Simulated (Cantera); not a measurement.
An adiabatic, constant-pressure homogeneous reactor starts with CH4 : CO : O2 : N2 = 1 : 0.68 : 6 : 22.6 (molar parts), equivalence ratio 0.39, at 1675 K and 10.0 bar.

Detailed kinetics in Cantera: GRI-Mech 3.0 (53 species, 325 reactions).

Question: Predict: time of steepest temperature rise; temperature at 0.300 s; equilibrium temperature; x(CO) at 0.300 s; x(O2) at 0.300 s; x(H2O) at 0.300 s; x(NO) at 0.300 s.

Answer: 
| Quantity | Value |
|---|---|
| time of steepest temperature rise | 32.6 µs |
| temperature at 0.300 s | 2457 K |
| equilibrium temperature | 2457 K |
| x(CO) at 0.300 s | 0.00150 (gas-phase equilibrium 0.00150) |
| x(O2) at 0.300 s | 0.113 (gas-phase equilibrium 0.113) |
| x(H2O) at 0.300 s | 0.0638 (gas-phase equilibrium 0.0638) |
| x(NO) at 0.300 s | 0.0153 (gas-phase equilibrium 0.0153) |
